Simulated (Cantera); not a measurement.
An adiabatic, constant-pressure homogeneous reactor starts with H2 : O2 : N2 = 1 : 0.833 : 5.1 (molar parts), equivalence ratio 0.60, at 1748 K and 1.60 bar.

Model: the H2/O2 subset of GRI-Mech 3.0, which has no nitrogen chemistry, integrated in Cantera.

Question: Predict: time of steepest temperature rise; temperature at 3.00 s; equilibrium temperature; x(H2) at 3.00 s; x(O2) at 3.00 s; x(OH) at 3.00 s; x(HO2) at 3.00 s; x(H2O2) at 3.00 s.

Answer: 
| Property | Value |
|---|---|
| time of steepest temperature rise | 6.18 µs |
| temperature at 3.00 s | 2608 K |
| equilibrium temperature | 2608 K |
| x(H2) at 3.00 s | 0.00498 (gas-phase equilibrium 0.00498) |
| x(O2) at 3.00 s | 0.0485 (gas-phase equilibrium 0.0485) |
| x(OH) at 3.00 s | 0.0146 (gas-phase equilibrium 0.0146) |
| x(HO2) at 3.00 s | 8.30e-6 (gas-phase equilibrium 8.30e-6) |
| x(H2O2) at 3.00 s | 3.45e-7 (gas-phase equilibrium 3.45e-7) |
